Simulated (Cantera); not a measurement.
Oxide etching and cleaning by halides: MgO + HCl + N2

Charge: 1 mol MgO, 7.4 mol HCl, 14 mol N2, equilibrated at 1.00 bar.

These are equilibrium values from Cantera (NASA tables, ideal gas, pure condensed phases), not measurements of a reactor. Candidate condensed phases: H2O, Mg, MgCl2, MgO, Mg(OH)2, NH4Cl; 38 gas species. Kinetics and transport are ignored.

```tsv
T (K)	x N2	x HCl	x MgCl2	x H2O	x Cl	x H2	x Cl2	x OH	n MgO(s)
1173	0.654	0.335	0.00520	0.00520	9.78e-6	1.25e-5	7.62e-6	1.19e-9	0.889
1223	0.654	0.332	0.00693	0.00693	1.92e-5	2.00e-5	1.03e-5	4.20e-9	0.852
1273	0.654	0.328	0.00901	0.00901	3.55e-5	3.12e-5	1.34e-5	1.33e-8	0.807
1323	0.654	0.323	0.0114	0.0114	6.21e-5	4.78e-5	1.67e-5	3.79e-8	0.756
1373	0.654	0.317	0.0142	0.0142	0.000103	7.19e-5	2.02e-5	9.94e-8	0.697
1423	0.654	0.311	0.0172	0.0172	0.000164	0.000106	2.36e-5	2.41e-7	0.631
1473	0.654	0.304	0.0206	0.0206	0.000252	0.000153	2.69e-5	5.48e-7	0.559
1523	0.654	0.297	0.0242	0.0242	0.000373	0.000218	3.00e-5	1.17e-6	0.482
1573	0.654	0.289	0.0281	0.0281	0.000536	0.000304	3.29e-5	2.36e-6	0.399
1623	0.654	0.281	0.0321	0.0321	0.000750	0.000416	3.56e-5	4.55e-6	0.314
1673	0.654	0.272	0.0362	0.0362	0.00102	0.000559	3.79e-5	8.38e-6	0.225
1723	0.654	0.263	0.0404	0.0403	0.00137	0.000741	3.99e-5	1.48e-5	0.135
1773	0.654	0.254	0.0446	0.0445	0.00179	0.000966	4.15e-5	2.53e-5	0.0448
```
x: gas mole fraction; n: condensed amount in mol.

From 1173 K to 1773 K the condensed part is MgO(s). The main Mg-bearing gas is MgCl2 throughout. The share of Mg in condensed phases is highest at 1173 K (88.9 %) and lowest at 1773 K (4.5 %).
